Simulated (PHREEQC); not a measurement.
A solution holds 12 mmol/kgw CuSO4 and 0.11 mmol/kgw HBF4, at 25 °C. Closed to the air; pH follows from the charge balance.

Model: ion-association model, phreeqc.dat, run in PHREEQC.

| quantity | before | after |
|---|---|---|
| pH | 3.67 | 5.33 |
| ionic strength (mol/kgw) | 0.0331 | 0.000475 |
| Cu+2 (mol/kgw) | 0.00823 | 0.000117 |
| SO4-2 (mol/kgw) | 0.00815 | 0.000118 |
| CuSO4 (mol/kgw) | 0.00374 | 2.31e-6 |
| F- (mol/kgw) | 0.000326 | 4.36e-6 |

Task: Name the change that produced these shifts.
A. HBF4 from 0.00011 to 0.000121 mol/kgw
B. temperature from 25 to 40 °C
C. temperature from 25 to 30 °C
D. diluted 100-fold with water
E. diluted 10-fold with water

Result: D, diluted 100-fold with water

No solid was allowed to form. Real BF4- forms and hydrolyses slowly; the run takes it at equilibrium.
